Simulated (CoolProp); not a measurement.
Computed with CoolProp (reference Helmholtz-energy equation of state, Thol 2021).

Question: Give the vapour pressure (bar), liquid density (kg/m³), enthalpy of vaporisation (kJ/kg) of saturated chlorine at 284.4 K.

Answer: 
| T (K) | p (bar) | liquid density (kg/m³) | enthalpy of vaporisation (kJ/kg) |
|---|---|---|---|
| 284.4 | 5.24 | 1430 | 258 |
